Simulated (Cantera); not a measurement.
A closed system holds: 1 mol SO₂, 2.5 mol O₂, at 2675 K and 0.0825 Torr.

These are equilibrium values from Cantera (NASA tables, ideal gas, pure condensed phases), not measurements of a reactor. Candidate condensed phases: S; 10 gas species. Rates play no part.

Task: What is the equilibrium state?

Result: 
```
Quantity                            Result
-------------------------------  ---------
x(O)                                 0.791
x(S)                                0.0735
x(O₂)                               0.0654
x(SO)                               0.0586
x(SO₂)                              0.0109
x(S₂)                              7.83e-5
gas amount                       6.981 mol
log10 activity of S(l) (absent)      -5.85
```
